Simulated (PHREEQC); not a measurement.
Consider water at 25 °C with 36 mmol/kgw NH4HF2, 7.8 mmol/kgw H2SiF6, 2.9 mmol/kgw HBF4 and 120 mmol/kgw HCl. Closed to the air; pH follows from the charge balance.

All values are PHREEQC results (ion-association model, phreeqc.dat), not measurements.

Each row changes one thing in this solution. This is a speciation only: nothing precipitates in the calculation.

| case | pH | ionic strength (mol/kgw) | HF (mol/kgw) | F- (mol/kgw) | HF2- (mol/kgw) | BF3OH- (mol/kgw) |
|---|---|---|---|---|---|---|
| as made | 1.08 | 0.147 | 0.0708 | 0.000797 | 0.000215 | 1.44e-5 |
| NH4HF2 from 0.036 to 0.0324 mol/kgw | 1.06 | 0.147 | 0.0638 | 0.000694 | 0.000169 | 1.60e-5 |
| HBF4 from 0.0029 to 0.029 mol/kgw | 0.98 | 0.173 | 0.0711 | 0.000661 | 0.000179 | 0.000142 |
| H2SiF6 replaced by NH4BF4 at the same molality | 1.15 | 0.132 | 0.0707 | 0.000915 | 0.000247 | 5.35e-5 |
| NH4HF2 left out | 0.96 | 0.143 | 0.00789 | 6.71e-5 | 2.02e-6 | 8.49e-5 |
| temperature from 25 to 65 °C | 1.08 | 0.147 | 0.0714 | 0.000387 | 0.000121 | 3.21e-5 |
| NH4HF2 replaced by NH4HS at the same molality | 1.09 | 0.144 | 0.00731 | 8.44e-5 | 2.36e-6 | 9.14e-5 |
| HCl from 0.12 to 0.012 mol/kgw | 2.29 | 0.0498 | 0.0584 | 0.00942 | 0.00211 | 1.79e-5 |

Some of these states are supersaturated (in Quartz (slow to form), Chalcedony (slow to form), for instance). Away from 25 °C the constants follow the database's enthalpies or fits; those with neither stay at their 25 °C values. SiF6-2 is the database's only silicon fluoride. Real BF4- forms and hydrolyses slowly; the run takes it at equilibrium.
